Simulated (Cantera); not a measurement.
An isothermal, constant-pressure homogeneous reactor starts with NO : N2 = 1 : 0.35 (molar parts), at 2123 K and 5400 Pa. Integrator tolerance rtol = 1e-08.

Detailed kinetics in Cantera: GRI-Mech 3.0 (53 species, 325 reactions).

Q: What does this change do: pressure from 5400 Pa to 97000 Pa?

A: 
```json
[
 {"quantity": "x(NO) at 4.00 s", "before": "0.0388 (gas-phase equilibrium 0.0123)", "after": "0.0124 (gas-phase equilibrium 0.0124)"},
 {"quantity": "x(O) at 4.00 s", "before": "0.00417 (gas-phase equilibrium 0.00424)", "after": "0.00100 (gas-phase equilibrium 0.00100)"},
 {"quantity": "x(O2) at 4.00 s", "before": "0.348 (gas-phase equilibrium 0.361)", "after": "0.363 (gas-phase equilibrium 0.363)"},
 {"quantity": "x(N2) at 4.00 s", "before": "0.609 (gas-phase equilibrium 0.622)", "after": "0.623 (gas-phase equilibrium 0.623)"},
 {"quantity": "x(N2O) at 4.00 s", "before": "4.80e-7 (gas-phase equilibrium 1.42e-7)", "after": "6.05e-7 (gas-phase equilibrium 6.05e-7)"}
]
```
